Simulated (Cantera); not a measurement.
A perfectly stirred reactor is fed with CH3OH : O2 : N2 = 0.0027 : 0.055 : 1 (molar parts), at 5.90 bar; it is held at 1475 K, and followed from long to short residence time.

Computed with Cantera and GRI-Mech 3.0 (53 species, 325 reactions). GRI-Mech 3.0 was tuned for natural gas; its chemistry of methanol as a main component is partial and can be far from experiment.

One state of this run: x CH3OH = 0.000141; x O2 = 0.0492; x CH2 = 2.84e-10; x OH = 3.64e-5; x C2H = <1e-12; x CH2O = 9.32e-5; x C2H4 = 2.24e-11. x: mole fraction; the columns are a selection and need not sum to one.

Question: Which value of τ (s) does it belong to?
(A) 0.00046
(B) 0.0042
(C) 0.039
(D) 0.0014

Answer: A, 0.00046
